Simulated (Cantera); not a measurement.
CsOH + H₂ (calcination and drying)

A closed system holds: 1 mol CsOH, 0.088 mol H₂, held at 1.00 bar.

Equilibrium computed with Cantera from the NASA thermochemical tables; the gas is ideal and each condensed phase is pure. Candidate condensed phases: Cs, CsOH, H₂O; 15 gas species. Rates play no part.

| T (°C) | log p H₂ | log p CsOH | log p H₂O | log p Cs | log p Cs₂(OH)₂ | n CsOH(l) |
|---|---|---|---|---|---|---|
| 577 | 0.00 | -2.51 | -3.10 | -3.10 | -2.66 | 0.999 |
| 652 | -0.01 | -1.86 | -2.56 | -2.56 | -2.23 | 0.997 |
| 727 | -0.03 | -1.32 | -2.11 | -2.11 | -1.89 | 0.992 |
| 802 | -0.10 | -0.87 | -1.74 | -1.74 | -1.61 | 0.978 |
| 877 | -0.26 | -0.48 | -1.45 | -1.45 | -1.37 | 0.930 |
| 952 | -0.95 | -0.14 | -1.33 | -1.33 | -1.18 | 0.407 |
| 1027 | -1.26 | -0.09 | -1.28 | -1.28 | -1.51 | 0 |
| 1102 | -1.32 | -0.09 | -1.20 | -1.20 | -1.89 | 0 |
| 1177 | -1.38 | -0.09 | -1.14 | -1.14 | -2.24 | 0 |
| 1252 | -1.44 | -0.10 | -1.08 | -1.08 | -2.55 | 0 |
| 1327 | -1.51 | -0.11 | -1.03 | -1.03 | -2.84 | 0 |
| 1402 | -1.58 | -0.11 | -1.00 | -1.00 | -3.11 | 0 |
log p: log10 of the partial pressure in bar; n: condensed amount in mol.

From 577 °C to 952 °C the condensed part is CsOH(l). From 1027 °C to 1402 °C nothing is condensed. The main Cs-bearing gas is Cs₂(OH)₂ at 577 °C and CsOH at 1402 °C.
